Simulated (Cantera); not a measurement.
**Transport properties of process gases**

Gas mixture: 57.0 % CH3OH, 43.0 % N2, at 4.70 bar, frozen composition.

Cantera's kinetic-theory transport with the Lennard-Jones parameters of GRI-Mech 3.0, ideal gas; thermal conductivity in the multicomponent form. Polar gases are described roughly by these parameters. The composition is frozen, though it would react at the higher temperatures.

```
T (K)  ρ (kg/m³)  cp (J/kg/K)  μ (µPa s)  λ (mW/m/K)     Pr  D (cm²/s) CH4  D (cm²/s) OH  D (cm²/s) H2
-----  ---------  -----------  ---------  ----------  -----  -------------  ------------  ------------
400         4.28         1382       16.2        30.3  0.739         0.0679        0.0976         0.245
650         2.64         1764       24.8        58.3  0.750          0.163         0.229         0.564
900         1.90         2048       32.3        87.7  0.755          0.287         0.400         0.975
1150        1.49         2269       39.0         117  0.757          0.437         0.604          1.47
1400        1.22         2426       45.1         144  0.758          0.609         0.841          2.04
1650        1.04         2541       50.6         170  0.759          0.803          1.11          2.68
```
D: mixture-averaged diffusion coefficient of that species in the mixture.
